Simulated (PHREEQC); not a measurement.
Make-up at 25 °C: 0.0018 mol/kgw HNO3, 0.016 mol/kgw CaCl2 and 0.004 mol/kgw MgCl2. Closed to the air; pH follows from the charge balance.

Equilibrium calculation in PHREEQC: ion-association model, phreeqc.dat.

Precipitation was switched off in this run.

Q: Estimate the pH, specific conductance.

A: pH 2.82; specific conductance 5000 µS/cm.
